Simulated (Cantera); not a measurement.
A Cantera script and its output.

```python
import numpy as np
import cantera as ct

gas = ct.Solution("gri30.yaml")
gas.TPX = 625, 420000, {'CH4': 1, 'O2': 2.38, 'N2': 8.95, 'H2O': 0.4}
inlet = ct.Reservoir(gas, clone=True)
gas.equilibrate("HP")  # start burning
reactor = ct.IdealGasConstPressureReactor(gas, energy="on", clone=False)
exhaust = ct.Reservoir(gas, clone=True)
tau = [0.059, 0.029, 0.014, 0.0069, 0.0034, 0.0017, 0.00082, 0.0004, 0.0002, 9.6e-05, 4.7e-05][0]
for a, b in ((inlet, reactor), (reactor, exhaust)):
    ct.MassFlowController(a, b, mdot=lambda t: reactor.mass / tau)
net = ct.ReactorNet([reactor])
show = ['CH4', 'O2', 'H2O', 'C2H', 'C2H2']

rows = []
print(f"{'tau/s':>10s}{'T/K':>9s}" + "".join(f"{s:>11s}" for s in show))
for tau in [0.059, 0.029, 0.014, 0.0069, 0.0034, 0.0017, 0.00082, 0.0004, 0.0002, 9.6e-05, 4.7e-05]:
    net.initial_time = 0.0
    net.advance(30 * tau)
    before = gas.X
    net.advance(40 * tau)
    drift = np.max(np.abs(gas.X - before) / (gas.X + 1e-9))
    rows.append([gas.T, *gas[show].X, drift])
    print(f"{tau:10.3e}{gas.T:9.1f}" + "".join(f"{x:11.3e}" for x in gas[show].X))
```

Result:

```
     tau/s      T/K        CH4         O2        H2O        C2H       C2H2
 5.900e-02   2230.9  1.629e-06  2.921e-02  1.856e-01  3.782e-13  8.775e-11
 2.900e-02   2230.8  3.206e-06  2.957e-02  1.855e-01  1.447e-12  3.279e-10
 1.400e-02   2228.9  6.304e-06  2.991e-02  1.853e-01  5.437e-12  1.190e-09
 6.900e-03   2224.5  1.181e-05  3.024e-02  1.849e-01  1.805e-11  3.755e-09
 3.400e-03   2216.2  2.124e-05  3.068e-02  1.843e-01  5.305e-11  1.024e-08
 1.700e-03   2202.7  3.632e-05  3.131e-02  1.834e-01  1.332e-10  2.344e-08
 8.200e-04   2181.1  6.213e-05  3.230e-02  1.820e-01  3.083e-10  4.893e-08
 4.000e-04   2150.8  1.049e-04  3.373e-02  1.801e-01  6.437e-10  9.363e-08
 2.000e-04   2111.8  1.773e-04  3.568e-02  1.777e-01  1.256e-09  1.740e-07
 9.600e-05   2058.1  3.245e-04  3.863e-02  1.747e-01  2.570e-09  3.603e-07
 4.700e-05   1989.3  6.480e-04  4.310e-02  1.712e-01  5.626e-09  8.945e-07
```

Cantera simulation using GRI-Mech 3.0 (53 species, 325 reactions); the numbers are that mechanism's predictions, not measurements.
